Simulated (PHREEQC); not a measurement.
0.28 g of hydrous ferric oxide (600 m²/g; 0.2 weak and 0.005 strong sites per Fe, Dzombak-Morel constants, diffuse double layer) in 1 kg of water with 0.005 mol/kgw of an inert sodium salt and 0.5 mmol/kgw Na2SO4, at 25 °C; the pH is set by adding NaOH or the inert anion's acid. O2 is buffered at 0.21 atm. CO2 from the air is kept out. No solid was allowed to form.

Equilibrium calculation in PHREEQC: ion-association model, wateq4f.dat.

```tsv
pH	S sorbed (%)	surface charge σ (C/m²)	surface potential ψ (mV)
3	58.5	0.033	98
3.5	58.4	0.031	97
4	57.4	0.030	96
4.5	54.5	0.028	94
5	48.6	0.025	89
5.5	39.7	0.022	81
6	28.9	0.018	72
6.5	17.9	0.014	61
7	8.4	0.010	48
7.5	2.3	0.006	30
8	0.3	0.001	6
8.5	0.0	-0.004	-22
9	0.0	-0.011	-49
```

The oxide is taken as insoluble; below pH 4 it would dissolve.
